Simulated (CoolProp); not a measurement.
Vapour-liquid equilibrium of ethanol (1) + dimethyl carbonate (2) at 0.00465 MPa; x and y are mole fractions of (1).

The numbers come from the multi-fluid Helmholtz-energy mixture model, Schroeder 2014 and Zhou 2011; pair parameters Bell 2016 in CoolProp.

| x | bubble temperature, mixture model (K) | bubble temperature, Raoult's law (K) | y, mixture model | y, Raoult's law |
|---|---|---|---|---|
| 0.05 | 287.2 | 289.7 | 0.171 | 0.051 |
| 0.125 | 285.0 | 289.7 | 0.314 | 0.128 |
| 0.2 | 283.8 | 289.7 | 0.392 | 0.204 |
| 0.275 | 283.2 | 289.6 | 0.440 | 0.280 |
| 0.35 | 282.9 | 289.6 | 0.470 | 0.356 |
| 0.425 | 282.8 | 289.5 | 0.491 | 0.431 |
| 0.5 | 282.7 | 289.5 | 0.507 | 0.506 |
| 0.575 | 282.8 | 289.5 | 0.521 | 0.581 |
| 0.65 | 282.9 | 289.4 | 0.537 | 0.656 |
| 0.725 | 283.1 | 289.4 | 0.561 | 0.730 |
| 0.8 | 283.6 | 289.4 | 0.599 | 0.804 |
| 0.875 | 284.6 | 289.4 | 0.669 | 0.878 |
| 0.95 | 286.7 | 289.3 | 0.811 | 0.951 |

The largest gap from Raoult's law is -6.8 K in bubble temperature, at x = 0.5. y crosses x between x = 0.5 and 0.575: the model has an azeotrope there.

The pair parameters rest on a limited set of measurements; away from them the model extrapolates.
